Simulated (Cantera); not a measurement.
Input (Python, Cantera):

```python
import numpy as np
import cantera as ct

gas = ct.Solution("gri30.yaml")


def delay(T, t_max=10):
    gas.TPX = T, 100000, {'CO': 1, 'H2': 0.2, 'O2': 0.375, 'N2': 1.41}
    reactor = ct.IdealGasReactor(gas, clone=False)
    net = ct.ReactorNet([reactor])
    net.rtol, net.atol = 1e-8, 1e-16
    while net.time < t_max:
        t_old, T_old = net.time, reactor.T
        net.step()
        if reactor.T > T + 400:  # ignition: a rise of 400 K
            return t_old + (T + 400 - T_old) / (reactor.T - T_old) * (net.time - t_old)
    return np.nan


taus = []
for T in [1323, 1398, 1473, 1548, 1623, 1698, 1773]:
    taus.append(delay(T))
    print(f"T0 = {T:6g} K   tau = {taus[-1]:.4e} s")
```

Output:

```
T0 =   1323 K   tau = 4.8330e-05 s
T0 =   1398 K   tau = 3.9737e-05 s
T0 =   1473 K   tau = 3.4414e-05 s
T0 =   1548 K   tau = 3.1209e-05 s
T0 =   1623 K   tau = 2.9558e-05 s
T0 =   1698 K   tau = 2.9166e-05 s
T0 =   1773 K   tau = 2.9813e-05 s
```

Computed with Cantera and GRI-Mech 3.0 (53 species, 325 reactions). Where the delays flatten at high temperature, the 400 K rule measures the pace of heat release, not the induction time.
